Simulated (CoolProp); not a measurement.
Vapour-liquid equilibrium of propylene (1) + R152A (2) at 139 kPa; x and y are mole fractions of (1).

Computed with CoolProp (multi-fluid Helmholtz-energy mixture model, Lemmon 2013 and Outcalt 1996; pair parameters Bell 2016).

```
x      bubble temperature (°C)  y at the bubble point  dew temperature at overall composition x (°C)  liquid density (mol/L)
-----  -----------------------  ---------------------  ---------------------------------------------  ----------------------
0.05                     -21.6                  0.221                                            ___                   15.11
0.125                    -27.2                  0.429                                          -19.4                   15.12
0.2                      -31.1                  0.552                                            ___                   15.07
0.275                      ___                  0.629                                          -23.0                   15.00
0.35                       ___                  0.681                                            ___                   14.91
0.425                    -36.9                  0.719                                          -27.1                   14.81
0.5                      -37.9                  0.748                                          -29.4                   14.72
0.575                    -38.6                  0.773                                          -31.8                   14.63
0.65                     -39.2                  0.798                                          -34.5                   14.54
0.725                    -39.7                  0.824                                          -37.1                   14.47
0.8                      -40.1                  0.854                                          -39.3                   14.41
0.875                      ___                  0.894                                          -40.3                   14.35
0.95                     -40.5                  0.949                                          -40.5                     ___
```

### Question
What belongs in the gaps?

### Answer

- 0.05, dew temperature at overall composition x (°C): -17.7
- 0.2, dew temperature at overall composition x (°C): -21.1
- 0.275, bubble temperature (°C): -33.7
- 0.35, bubble temperature (°C): -35.6
- 0.35, dew temperature at overall composition x (°C): -25.0
- 0.875, bubble temperature (°C): -40.4
- 0.95, liquid density (mol/L): 14.31

y crosses x between x = 0.875 and 0.95: the model has an azeotrope there.

Pair parameters are fitted to limited data, so mixtures are less certain than the pure fluids.
